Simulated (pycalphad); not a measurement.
An equivalent pycalphad script:

```python
from pycalphad import Database, equilibrium, calculate, variables as v
import numpy as np
db = Database('COST507.tdb')
comps = ['AL', 'SI', 'C', 'VA']
phases = ['AL4C3', 'AL4SIC4', 'AL8SIC7', 'CSI', 'DIAMOND_A4', 'FCC_A1', 'GRAPHITE', 'LIQUID']
eq = equilibrium(db, comps, phases, {v.X('SI'): 0.0046, v.X('C'): 0.0041, v.T: np.arange(1850, 499, -75), v.P: 101325, v.N: 1}, output=['HM', 'SM'])
```

Computed with pycalphad from the COST 507 light-alloy database (1999), at 1 atm. The data set is of 1999 and partly superseded. Phase fractions are per mole of atoms. Kinetics are ignored, which matters at the lower temperatures.

Results at three of the temperatures:

```
T = 1250.00 K, P = 101325 Pa, N = 1 mol of atoms
G = -62241 J/mol, H = 38535 J/mol, S = 80.62 J/(mol K)  (SER reference)
chemical potentials (J/mol): Al -62048, Si -98121, C -68690
phase             fraction      x(Al)      x(Si)       x(C)
LIQUID              0.9904     0.9954     0.0046   2.21e-06
AL4C3               0.0096     0.5713   0.000154     0.4286
```

```
T = 1100.00 K, P = 101325 Pa, N = 1 mol of atoms
G = -50445 J/mol, H = 33784 J/mol, S = 76.57 J/(mol K)  (SER reference)
chemical potentials (J/mol): Al -50234, Si -79183, C -69421
phase             fraction      x(Al)      x(Si)       x(C)
LIQUID              0.9904     0.9954     0.0046   8.47e-08
AL4C3               0.0096     0.5713   0.000134     0.4286
```

```
T = 950.00 K, P = 101325 Pa, N = 1 mol of atoms
G = -39299 J/mol, H = 29035 J/mol, S = 71.93 J/(mol K)  (SER reference)
chemical potentials (J/mol): Al -39071, Si -60792, C -70500
phase             fraction      x(Al)      x(Si)       x(C)
LIQUID              0.9904     0.9954     0.0046   1.18e-09
AL4C3               0.0096     0.5713   0.000112     0.4286
```

Changes of the phase set, refined by bisection:

```csv
T (K),phases above,phases below
1819.1,liquid,AL4C3 + liquid
930.6,AL4C3 + liquid,AL4C3 + fcc + liquid
927.8,AL4C3 + fcc + liquid,AL8SIC7 + fcc + liquid
909.5,AL8SIC7 + fcc + liquid,AL8SIC7 + fcc
722.8,AL8SIC7 + fcc,AL4SIC4 + AL8SIC7 + fcc
705.6,AL4SIC4 + AL8SIC7 + fcc,AL4SIC4 + fcc
702.3,AL4SIC4 + fcc,AL4SIC4 + diamond (Si) + fcc
697.4,AL4SIC4 + diamond (Si) + fcc,AL8SIC7 + diamond (Si) + fcc
```

Database names, with the compositions (at.%) that they take in these runs: AL4C3: Al 57 C 43; AL8SIC7: Al 50 C 44 Si 6.
